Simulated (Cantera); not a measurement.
## C2H4 + O2 + H2 (carbon deposition, reforming and gasification)

A closed system holds: 1 mol C2H4, 0.09 mol O2, 1.7 mol H2, held at 1.00 bar.

Equilibrium computed with Cantera from the NASA thermochemical tables; the gas is ideal and each condensed phase is pure. Candidate condensed phases: C, C6H6, C7H8, C8H18, H2O; 110 gas species. Equilibrium is a limit: real reactors are often held back by kinetics, nucleation or transport.

| T (°C) | x H2 | x CH4 | x H2O | x CO | x CO2 | x H | n C(graphite) |
|---|---|---|---|---|---|---|---|
| 302 | 0.0660 | 0.845 | 0.0876 | 2.01e-5 | 0.00106 | <1e-12 | 0.302 |
| 502 | 0.473 | 0.458 | 0.0637 | 0.00298 | 0.00202 | <1e-12 | 0.821 |
| 702 | 0.857 | 0.0923 | 0.0168 | 0.0326 | 0.00102 | 1.06e-9 | 1.56 |
| 902 | 0.936 | 0.0168 | 0.00148 | 0.0456 | 5.64e-5 | 1.19e-7 | 1.76 |
| 1102 | 0.949 | 0.00448 | 0.000203 | 0.0464 | 4.79e-6 | 3.34e-6 | 1.80 |
| 1302 | 0.952 | 0.00165 | 4.54e-5 | 0.0464 | 7.62e-7 | 4.05e-5 | 1.81 |
| 1502 | 0.952 | 0.000759 | 1.43e-5 | 0.0464 | 1.87e-7 | 0.000282 | 1.82 |
| 1702 | 0.951 | 0.000411 | 5.72e-6 | 0.0464 | 6.21e-8 | 0.00133 | 1.81 |
x: gas mole fraction; n: condensed amount in mol.

From 302 °C to 1702 °C the condensed part is C(graphite). The main C-bearing gas is CH4 at 302 °C and CO at 1702 °C. The share of C in condensed phases is highest at 1502 °C (90.8 %) and lowest at 302 °C (15.1 %).
